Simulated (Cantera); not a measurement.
## Dilute partial oxidation

An isothermal, constant-pressure homogeneous reactor starts with 0.619 % CH2O, 3.64 % O2, 91.0 % N2, 4.73 % CH4, at 900 K and 12.8 atm.

Cantera simulation using GRI-Mech 3.0 (53 species, 325 reactions); the numbers are that mechanism's predictions, not measurements. The pressure lies above the range GRI-Mech 3.0 was tuned for (to about 10 atm). Below about 1000 K GRI-Mech 3.0 lacks low-temperature oxidation paths. The temperature is held fixed by assumption; the heat of reaction is taken as removed at once.

```
t (s)       x CH2O      x O2   x NO2      x OH   x C2H       x O
--------  --------  --------  ------  --------  ------  --------
4.00e-6    0.00619    0.0364  <1e-12    <1e-12  <1e-12    <1e-12
1.09e-5    0.00619    0.0364  <1e-12    <1e-12  <1e-12    <1e-12
2.97e-5    0.00619    0.0364  <1e-12    <1e-12  <1e-12    <1e-12
8.10e-5    0.00619    0.0364  <1e-12    <1e-12  <1e-12    <1e-12
0.000221   0.00619    0.0364  <1e-12  1.55e-12  <1e-12    <1e-12
0.000602   0.00619    0.0364  <1e-12  1.13e-11  <1e-12    <1e-12
0.00164    0.00617    0.0364  <1e-12  8.62e-11  <1e-12  1.25e-12
0.00447    0.00609    0.0363  <1e-12  6.58e-10  <1e-12  6.40e-12
0.0122     0.00539    0.0356  <1e-12   5.13e-9  <1e-12  5.08e-11
0.0332     0.00230    0.0296  <1e-12   3.60e-8  <1e-12  6.72e-10
0.0906     0.00122    0.0123  <1e-12   2.92e-8  <1e-12  7.80e-10
0.247     0.000352  0.000616  <1e-12  9.31e-10  <1e-12  3.57e-11
0.673     0.000134  0.000163  <1e-12  5.85e-11  <1e-12  2.67e-12
1.83       5.99e-5   4.99e-5  <1e-12  8.39e-12  <1e-12    <1e-12
5.00       3.06e-5   1.52e-5  <1e-12  1.47e-12  <1e-12    <1e-12
```
x: mole fraction; the columns are a selection and need not sum to one.

Equilibrium at this temperature and pressure: CH2O 7.26e-9, O2 <1e-12, NO2 <1e-12, OH <1e-12, C2H <1e-12, O <1e-12 (gas phase only).
